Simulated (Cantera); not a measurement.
An adiabatic, constant-pressure homogeneous reactor starts with 7.38 % C3H8, 19.4 % O2, 72.9 % N2, 0.280 % H2O, equivalence ratio 1.9, at 1225 K and 19.0 bar.

Detailed kinetics in Cantera: GRI-Mech 3.0 (53 species, 325 reactions). GRI-Mech 3.0 was tuned for natural gas; its chemistry of propane as a main component is partial and can be far from experiment. The pressure lies above the range GRI-Mech 3.0 was tuned for (to about 10 atm).

Predict: time of steepest temperature rise; temperature at 7.00 s; equilibrium temperature; x(O2) at 7.00 s; x(H) at 7.00 s; x(H2O) at 7.00 s; x(H2O2) at 7.00 s.


```
Property                                                             Value
---------------------------------  ---------------------------------------
time of steepest temperature rise                                 0.732 ms
temperature at 7.00 s                                               2448 K
equilibrium temperature                                             2448 K
x(O2) at 7.00 s                    9.13e-7 (gas-phase equilibrium 9.13e-7)
x(H) at 7.00 s                     0.00163 (gas-phase equilibrium 0.00163)
x(H2O) at 7.00 s                       0.112 (gas-phase equilibrium 0.112)
x(H2O2) at 7.00 s                  2.94e-9 (gas-phase equilibrium 2.94e-9)
```
